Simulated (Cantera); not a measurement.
**SiCl4 + NH3 + H2 (silicon nitride deposition)**

A closed system holds: 1 mol SiCl4, 36 mol NH3, 3.5 mol H2, held at 1973.15 K.

These are equilibrium values from Cantera (NASA tables, ideal gas, pure condensed phases), not measurements of a reactor. Candidate condensed phases: NH4Cl, Si, Si3N4; 28 gas species. The tables' values for SiCl, SiCl3, SiN are old estimates; treat these amounts as uncertain. Gases not in the tables: Si2H6 and higher silanes. Kinetics and transport are ignored.

From 5.00e-5 bar to 0.00260 bar nothing is condensed. From 0.0190 bar to 0.140 bar the condensed part is Si(l). At 1.00 bar the condensed part is Si3N4(s). The main Si-bearing gas is Si at 5.00e-5 bar and SiCl2 at 1.00 bar.

```json
[
 {"P (Pa)": "5", "x H2": "0.584", "x N2": "0.212", "x H": "0.146", "x HCl": "0.0393", "x Si": "0.0114", "x Cl": "0.00735", "x SiCl2": "0.000119", "x SiCl": "0.000141", "n Si(l)": "0", "n Si3N4(s)": "0"},
 {"P (Pa)": "36", "x H2": "0.660", "x N2": "0.223", "x H": "0.0578", "x HCl": "0.0444", "x Si": "0.0109", "x Cl": "0.00290", "x SiCl2": "0.000913", "x SiCl": "0.000382", "n Si(l)": "0", "n Si3N4(s)": "0"},
 {"P (Pa)": "260", "x H2": "0.695", "x N2": "0.228", "x H": "0.0221", "x HCl": "0.0413", "x Si": "0.00765", "x Cl": "0.000981", "x SiCl2": "0.00382", "x SiCl": "0.000655", "n Si(l)": "0", "n Si3N4(s)": "0"},
 {"P (Pa)": "1900", "x H2": "0.713", "x N2": "0.231", "x H": "0.00828", "x HCl": "0.0397", "x Si": "0.00166", "x Cl": "0.000344", "x SiCl2": "0.00545", "x SiCl": "0.000365", "n Si(l)": "0.388", "n Si3N4(s)": "0"},
 {"P (Pa)": "14000", "x H2": "0.719", "x N2": "0.232", "x H": "0.00306", "x HCl": "0.0401", "x Si": "0.000226", "x Cl": "0.000128", "x SiCl2": "0.00553", "x SiCl": "0.000135", "n Si(l)": "0.527", "n Si3N4(s)": "0"},
 {"P (Pa)": "100000", "x H2": "0.723", "x N2": "0.228", "x H": "0.00115", "x HCl": "0.0434", "x Si": "2.01e-5", "x Cl": "5.15e-5", "x SiCl2": "0.00409", "x SiCl": "3.47e-5", "n Si(l)": "0", "n Si3N4(s)": "0.224"}
]
```
x: gas mole fraction; n: condensed amount in mol.
